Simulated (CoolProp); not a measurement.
C3F8 (R218) at several states: fugacity coefficient from the reference equation and from simpler models built on Tc = 345.0 K, pc = 2640 kPa, ω = 0.317; each cubic takes its own stable root.

Model: reference Helmholtz-energy equation of state, Lemmon 2006, in CoolProp. It is a short technical equation, of lower accuracy than the large ones.

| T (K) | p (kPa) | phase | reference | Redlich-Kwong | Soave-Redlich-Kwong |
|---|---|---|---|---|---|
| 327.6 | 999 | gas | ___ | ___ | ___ |
| 269.4 | 313 | gas | ___ | ___ | ___ |
| 256.9 | 26.7 | gas | 0.9906 | 0.9921 | 0.9912 |

**Question.** What belongs in the gaps?

**Answer.** 
- 327.6, reference: 0.8518
- 327.6, Redlich-Kwong: 0.8534
- 327.6, Soave-Redlich-Kwong: 0.8491
- 269.4, reference: 0.9061
- 269.4, Redlich-Kwong: 0.9196
- 269.4, Soave-Redlich-Kwong: 0.9109
